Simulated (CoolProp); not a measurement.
Vapour-liquid equilibrium of benzene (1) + n-decane (2) at 0.584 MPa; x and y are mole fractions of (1).

Model: multi-fluid Helmholtz-energy mixture model, Thol 2012 and Lemmon 2006; pair parameters Bell 2016, in CoolProp.

Question: Give the bubble temperature and the first vapour's composition at x = 0.35, 0.55, 0.85. Is there an azeotrope?

Answer: x = 0.35: 200.1 °C, y = 0.754; x = 0.55: 179.0 °C, y = 0.889; x = 0.85: 158.1 °C, y = 0.976. No azeotrope shows between x = 0.05 and 0.95.

The pair parameters rest on a limited set of measurements; away from them the model extrapolates.
